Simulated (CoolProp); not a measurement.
Vapour-liquid equilibrium of ethylene (1) + n-butane (2) at -33.75 °C; x and y are mole fractions of (1).

Values from CoolProp's multi-fluid Helmholtz-energy mixture model, Smukala 2000 and Bücker 2006; pair parameters Bell 2016.

```json
[
 {"x": "0.05", "bubble pressure (MPa)": "0.1237", "y at the bubble point": "0.812", "dew pressure at overall composition x (MPa)": "0.02459", "liquid density (mol/L)": "11.16"},
 {"x": "0.15", "bubble pressure (MPa)": "0.2816", "y at the bubble point": "0.920", "dew pressure at overall composition x (MPa)": "0.02750", "liquid density (mol/L)": "11.63"},
 {"x": "0.25", "bubble pressure (MPa)": "0.4142", "y at the bubble point": "0.948", "dew pressure at overall composition x (MPa)": "0.03117", "liquid density (mol/L)": "12.13"},
 {"x": "0.35", "bubble pressure (MPa)": "0.5437", "y at the bubble point": "0.962", "dew pressure at overall composition x (MPa)": "0.03596", "liquid density (mol/L)": "12.67"},
 {"x": "0.45", "bubble pressure (MPa)": "0.6825", "y at the bubble point": "0.972", "dew pressure at overall composition x (MPa)": "0.04249", "liquid density (mol/L)": "13.23"},
 {"x": "0.55", "bubble pressure (MPa)": "0.8374", "y at the bubble point": "0.980", "dew pressure at overall composition x (MPa)": "0.05191", "liquid density (mol/L)": "13.82"},
 {"x": "0.65", "bubble pressure (MPa)": "1.011", "y at the bubble point": "0.986", "dew pressure at overall composition x (MPa)": "0.06668", "liquid density (mol/L)": "14.41"},
 {"x": "0.75", "bubble pressure (MPa)": "1.203", "y at the bubble point": "0.991", "dew pressure at overall composition x (MPa)": "0.09317", "liquid density (mol/L)": "15.00"},
 {"x": "0.85", "bubble pressure (MPa)": "1.410", "y at the bubble point": "0.995", "dew pressure at overall composition x (MPa)": "0.1543", "liquid density (mol/L)": "15.53"},
 {"x": "0.95", "bubble pressure (MPa)": "1.627", "y at the bubble point": "0.998", "dew pressure at overall composition x (MPa)": "0.4316", "liquid density (mol/L)": "15.90"}
]
```

No azeotrope shows between x = 0.05 and 0.95.

The pair parameters rest on a limited set of measurements; away from them the model extrapolates. The gap from Raoult's law changes sign with composition, which may be real or a fault of the pair parameters; it wasn't checked against measurements.
